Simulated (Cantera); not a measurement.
Cantera run, input and output.

```python
import numpy as np
import cantera as ct

gas = ct.Solution("gri30.yaml")


def delay(T, t_max=10):
    gas.TPX = T, 101325, {'CH4': 1, 'O2': 3.64, 'N2': 13.7, 'CO2': 0.44}
    reactor = ct.IdealGasReactor(gas, clone=False)
    net = ct.ReactorNet([reactor])
    net.rtol, net.atol = 1e-8, 1e-16
    while net.time < t_max:
        t_old, T_old = net.time, reactor.T
        net.step()
        if reactor.T > T + 400:  # ignition: a rise of 400 K
            return t_old + (T + 400 - T_old) / (reactor.T - T_old) * (net.time - t_old)
    return np.nan


taus = []
for T in [1073, 1148, 1223, 1298, 1373, 1448, 1523, 1598, 1673, 1748]:
    taus.append(delay(T))
    print(f"T0 = {T:6g} K   tau = {taus[-1]:.4e} s")
```

Result:

```
T0 =   1073 K   tau = 2.3460e-01 s
T0 =   1148 K   tau = 7.1723e-02 s
T0 =   1223 K   tau = 2.4034e-02 s
T0 =   1298 K   tau = 8.8117e-03 s
T0 =   1373 K   tau = 3.5395e-03 s
T0 =   1448 K   tau = 1.5653e-03 s
T0 =   1523 K   tau = 7.6363e-04 s
T0 =   1598 K   tau = 4.0772e-04 s
T0 =   1673 K   tau = 2.3460e-04 s
T0 =   1748 K   tau = 1.4330e-04 s
```

Detailed kinetics in Cantera: GRI-Mech 3.0 (53 species, 325 reactions).
